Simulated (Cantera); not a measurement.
## Gas activation for diamond growth

An isothermal, constant-pressure homogeneous reactor starts with CH₄ : H₂ : O₂ : N₂ = 0.0044 : 1 : 0.014 : 0.0062 (molar parts), at 2675 K and 8.25 Torr.

Detailed kinetics in Cantera: GRI-Mech 3.0 (53 species, 325 reactions). Radical loss at walls, strong at low pressure, is not modelled.

```csv
t (s),x CH₄,x H₂,x O₂,x CH₃,x CO,x C₂H₆
0.000600,0.00251,0.934,0.00132,0.00140,0.000143,4.95e-8
0.00135,0.00182,0.926,1.22e-6,0.00127,0.000339,3.32e-8
0.00303,0.000991,0.921,1.03e-7,0.000821,0.000749,1.16e-8
0.00680,0.000359,0.913,1.40e-7,0.000356,0.00155,1.80e-9
0.0153,0.000115,0.904,1.86e-7,0.000138,0.00282,2.17e-10
0.0343,1.19e-5,0.888,2.78e-7,1.85e-5,0.00399,2.84e-12
0.0771,2.53e-10,0.856,5.80e-7,5.74e-10,0.00406,<1e-12
0.173,<1e-12,0.795,1.55e-6,2.80e-12,0.00392,<1e-12
0.389,<1e-12,0.704,4.23e-6,<1e-12,0.00372,<1e-12
0.874,<1e-12,0.622,8.41e-6,<1e-12,0.00354,<1e-12
1.96,<1e-12,0.593,1.04e-5,<1e-12,0.00347,<1e-12
4.41,<1e-12,0.591,1.05e-5,<1e-12,0.00347,<1e-12
9.91,<1e-12,0.591,1.05e-5,<1e-12,0.00347,<1e-12
22.3,<1e-12,0.591,1.05e-5,<1e-12,0.00347,<1e-12
50.0,<1e-12,0.591,1.05e-5,<1e-12,0.00347,<1e-12
```
x: mole fraction; the columns are a selection and need not sum to one.

Equilibrium at this temperature and pressure: CH₄ <1e-12, H₂ 0.591, O₂ 1.05e-5, CH₃ <1e-12, CO 0.00347, C₂H₆ <1e-12 (gas phase only).
